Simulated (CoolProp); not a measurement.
Aqueous methanol as a coolant, 20 % by mass, freezing at -15.1 °C, 1 atm.

Model: Melinder's fits for secondary coolants, in CoolProp.

```tsv
T (°C)	Prandtl number	conductivity (W/(m K))	density (kg/m³)	viscosity (mPa s)
-10.1	45.1	0.451	974.3	5.05
-5.6	36.4	0.456	(withheld)	4.10
-1.1	(withheld)	(withheld)	972.8	3.38
3.4	24.7	0.466	(withheld)	(withheld)
7.8	20.8	0.470	(withheld)	2.39
12.3	17.6	0.475	969.3	2.04
16.8	15.1	0.480	967.9	(withheld)
21.3	13.0	0.485	966.3	1.54
25.8	11.4	0.489	964.6	1.35
30.3	9.96	0.494	962.8	1.20
```

Fill in the missing entries.


- -5.6, density (kg/m³): 973.6
- -1.1, Prandtl number: 29.8
- -1.1, conductivity (W/(m K)): 0.461
- 3.4, density (kg/m³): 971.7
- 3.4, viscosity (mPa s): 2.82
- 7.8, density (kg/m³): 970.6
- 16.8, viscosity (mPa s): 1.76
